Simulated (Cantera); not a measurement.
**N2O furnace oxynitridation**

A perfectly stirred reactor is fed with 8.14 % N₂O, 0.0793 % H₂, 91.8 % N₂, at 0.0133 bar; it is held at 1375 K, and followed from long to short residence time.

Cantera simulation using GRI-Mech 3.0 (53 species, 325 reactions); the numbers are that mechanism's predictions, not measurements. GRI-Mech 3.0 was tuned for natural gas; its chemistry of N2O as a main component is partial and can be far from experiment. Radical loss at walls, strong at low pressure, is not modelled. The mechanism lacks 2 NO + O2 → 2 NO2 and HONO, so NO2 and the effect of NO are under-described below about 1400 K.

```csv
τ (s),x N₂O,x H₂,x NO,x N₂,x OH,x NO₂,x H₂O
3.6,0.0518,2.11e-5,0.00456,0.931,1.97e-5,8.59e-6,0.000751
1.3,0.0672,5.01e-5,0.00212,0.925,2.30e-5,9.75e-6,0.000726
0.48,0.0751,0.000109,0.000857,0.921,2.74e-5,7.25e-6,0.000667
0.18,0.0786,0.000218,0.000330,0.919,3.18e-5,3.26e-6,0.000557
0.065,0.0802,0.000400,0.000122,0.919,3.35e-5,9.12e-7,0.000374
0.024,0.0809,0.000609,4.45e-5,0.918,2.75e-5,1.85e-7,0.000167
0.0087,0.0812,0.000746,1.34e-5,0.918,1.43e-5,1.58e-8,3.75e-5
```
x: mole fraction; the columns are a selection and need not sum to one.
